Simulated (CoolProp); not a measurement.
The fluid at 298.15 K and 0.671 MPa is throttled through a valve to 0.203 MPa with no heat exchange. The same conditions are run with several fluids, on thermodynamics alone (safety and materials aside).

Model: reference Helmholtz-energy equation of state of each fluid (vinyl chloride: Thol 2022; n-nonane: Lemmon 2006; R114: Platzer 1990; neopentane: Lemmon 2006; benzene: Thol 2012), in CoolProp. The equations of Platzer and Polt are older, rougher fits.

```csv
fluid,temperature change (K),final phase,final density (kg/m³)
vinyl chloride,?,?,59.1
n-nonane,+0.2,liquid,714
R114,-1.7,"two-phase, vapour fraction 0.014",625
neopentane,+0.1,liquid,?
benzene,+0.2,liquid,?
```

### Question
What belongs in the gaps?

### Answer

- vinyl chloride, temperature change (K): -20.6
- vinyl chloride, final phase: two-phase, vapour fraction 0.092
- neopentane, final density (kg/m³): 584
- benzene, final density (kg/m³): 873
